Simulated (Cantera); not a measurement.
Feed: 1 mol Pb, 3.9 mol CO, 70 mol N2, held at 133 Pa.

These are equilibrium values from Cantera (NASA tables, ideal gas, pure condensed phases), not measurements of a reactor. Candidate condensed phases: C, Pb, PbO, PbO2, Pb3O4; 27 gas species. Rates play no part.

Q: What share of the Pb ends up in condensed phases as a function of T (K), at 725, 775, 825, 875, 925, 975, 1025, 1075, 1125, 1175, 1225, 1275, 1325?

A: 
| T (K) | Pb condensed (%) | as |
|---|---|---|
| 725 | 100.0 | Pb(l) |
| 775 | 99.9 | Pb(l) |
| 825 | 99.2 | Pb(l) |
| 875 | 96.3 | Pb(l) |
| 925 | 85.2 | Pb(l) |
| 975 | 48.8 | Pb(l) |
| 1025 | 0.0 | - |
| 1075 | 0.0 | - |
| 1125 | 0.0 | - |
| 1175 | 0.0 | - |
| 1225 | 0.0 | - |
| 1275 | 0.0 | - |
| 1325 | 0.0 | - |
